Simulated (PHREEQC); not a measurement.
PHREEQC input (ion-association model, phreeqc.dat):

```
SOLUTION_SPECIES
  CO3-2 + 10 H+ + 8 e- = CH4 + 3 H2O  # shut off: no methane
    -log_k -100
    -delta_h 0
    -analytic -100
  SO4-2 + 9 H+ + 8 e- = HS- + 4 H2O  # shut off: sulfate is not reduced
    -log_k -100
    -delta_h 0
    -analytic -100
SOLUTION 1
  temp 25
  units mol/kgw
  pH 7 charge
  S(6) 0.024
  Na 0.072
END
SELECTED_OUTPUT 1
  -reset false
  -pH true
  -pe true
  -ionic_strength true
  -water true
  -totals C Na S C(-4) C(4) S(-2) S(6) Mtg
  -molalities H+ Na+ CO3-2 SO4-2 OH- HCO3- CO2 (CO2)2 HSO4- S-2
    HS- H2S NaOH NaCO3- NaHCO3 NaSO4-
USER_PUNCH 1
  -headings p_CO2(g) phi_CO2(g) p_Mtg(g) phi_Mtg(g) p_H2O(g) phi_H2O(g) density
  10 PUNCH PR_P("CO2(g)"), PR_PHI("CO2(g)"), PR_P("Mtg(g)"), PR_PHI("Mtg(g)"), PR_P("H2O(g)"), PR_PHI("H2O(g)"), RHO
PRINT
  -reset false
USE solution 1
REACTION_TEMPERATURE 1
  10
GAS_PHASE 1
  -fixed_pressure
  -pressure 10
  -temperature 10
  -volume 20
  CO2(g) 7.2
  Mtg(g) 2.8
  H2O(g) 0
END
# ... the last block is repeated for the other 8 points of T (°C)
```

Selected output (columns that matter, 9 of 9 rows; T (°C) added in front):

```
T (°C)	pH	mu	C	Na	S	Mtg	m_H+	p_CO2(g)	phi_CO2(g)	p_Mtg(g)	phi_Mtg(g)	p_H2O(g)	phi_H2O(g)	density
10	5.1871	0.090182	0.37123	0.072015	0.024005	0.0064283	7.8034e-06	7.0766	0.93687	2.9099	0.97754	0.013454	0.9123	1.0082
20	5.2383	0.089974	0.27942	0.072028	0.024009	0.0048289	6.9522e-06	7.0936	0.94304	2.8811	0.97996	0.025289	0.91959	1.0056
30	5.2984	0.089793	0.22022	0.072048	0.024016	0.0038901	6.0703e-06	7.0957	0.94849	2.8589	0.98213	0.045403	0.92603	1.0023
40	5.3655	0.089642	0.18038	0.072081	0.024027	0.0033147	5.2171e-06	7.0834	0.95333	2.8383	0.98411	0.078228	0.93167	0.99835
50	5.4383	0.08953	0.15253	0.072131	0.024044	0.002954	4.4266e-06	7.0543	0.95762	2.8158	0.98594	0.12986	0.93654	0.99384
60	5.516	0.089464	0.13238	0.072206	0.024069	0.0027275	3.7143e-06	7.0038	0.96144	2.7878	0.98767	0.20841	0.94066	0.98876
70	5.5983	0.089457	0.11731	0.072314	0.024105	0.0025879	3.0848e-06	6.925	0.96484	2.7507	0.98934	0.32436	0.94405	0.98317
80	5.6853	0.089523	0.10567	0.07247	0.024157	0.0025049	2.5356e-06	6.809	0.96789	2.7002	0.99101	0.49089	0.9467	0.97707
90	5.7773	0.089684	0.096329	0.072693	0.024231	0.0024567	2.0608e-06	6.6445	0.97065	2.6314	0.99273	0.7241	0.94862	0.97051
```

Away from 25 °C the constants follow the database's enthalpies or fits; those with neither stay at their 25 °C values.
